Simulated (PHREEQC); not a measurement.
A column of 1 m (40 cells, dispersivity 0.05 m, 300 s a shift, diffusion coefficient 3e-10 m²/s) holds 0.0063 eq of the database's cation exchanger X per kg of pore water, first in equilibrium with 0.024 mol NH4Cl, 0.089 mol NaCl and 1e-05 mol HCl per kg of water. It is flushed with 0.0016 mol KBr, 0.0026 mol (NH4)2SO4 and 1e-05 mol HCl per kg of water, at 25 °C. Values are for the last cell. The system is closed to CO2. Nothing may precipitate in this run.

Base run: PHREEQC, ion-association model, phreeqc.dat. Each further column changes one thing. The table gives K in solution (mol/kgw).

```
pore volumes      base  exchange capacity from 0.0063 to 0.0032 eq/kgw  dispersivity from 0.05 to 0.1 m
------------  --------  ----------------------------------------------  -------------------------------
0                    0                                               0                                0
0.2625        1.57e-10                                        7.22e-10                          2.00e-7
0.6375         3.30e-5                                         6.96e-5                         0.000115
0.8875        0.000148                                        0.000306                         0.000286
1.262         0.000249                                        0.000590                         0.000452
1.512         0.000298                                        0.000745                         0.000521
1.887         0.000548                                         0.00109                         0.000664
2.138         0.000820                                         0.00130                         0.000807
2.513          0.00118                                         0.00149                          0.00105
2.763          0.00133                                         0.00154                          0.00119
3.138          0.00147                                         0.00158                          0.00134
3.388          0.00152                                         0.00159                          0.00142
3.763          0.00156                                         0.00160                          0.00149
4.013          0.00158                                         0.00160                          0.00152
```
